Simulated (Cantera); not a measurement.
An isothermal, constant-pressure homogeneous reactor starts with N2O = 1 (molar parts), at 1173 K and 32.3 Torr.

Model: GRI-Mech 3.0 (53 species, 325 reactions), integrated in Cantera. GRI-Mech 3.0 was tuned for natural gas; its chemistry of N2O as a main component is partial and can be far from experiment. Radical loss at walls, strong at low pressure, is not modelled. The mechanism lacks the step 2 NO + O2 → 2 NO2, which can matter for NO2 below about 1400 K. The temperature is held fixed by assumption; the heat of reaction is taken as removed at once.

x: mole fraction; the columns are a selection and need not sum to one.

```tsv
t (s)	x N2O	x NO	x NO2	x O	x N2	x O2
0.000100	1.000	3.96e-8	<1e-12	5.74e-7	9.75e-7	1.90e-7
0.000378	1.000	3.54e-7	<1e-12	1.09e-6	4.67e-6	1.70e-6
0.00143	1.000	1.89e-6	1.39e-12	1.19e-6	2.03e-5	9.09e-6
0.00541	1.000	7.78e-6	2.36e-11	1.19e-6	7.98e-5	3.74e-5
0.0205	1.000	3.00e-5	3.46e-10	1.19e-6	0.000305	0.000144
0.0775	0.998	0.000114	4.81e-9	1.19e-6	0.00116	0.000549
0.293	0.993	[?]	[?]	1.19e-6	[?]	[?]
1.11	0.974	0.00161	5.22e-7	1.19e-6	0.0163	0.00774
4.19	0.907	[?]	[?]	1.19e-6	[?]	[?]
15.9	0.703	0.0186	1.00e-5	1.18e-6	0.189	0.0897
60.0	0.302	0.0435	2.66e-5	1.14e-6	0.444	0.211
```

Question: What belongs in the gaps?

Answer: 
- 0.293, x NO: 0.000431
- 0.293, x NO2: 5.90e-8
- 0.293, x N2: 0.00436
- 0.293, x O2: 0.00207
- 4.19, x NO: 0.00581
- 4.19, x NO2: 2.71e-6
- 4.19, x N2: 0.0588
- 4.19, x O2: 0.0279
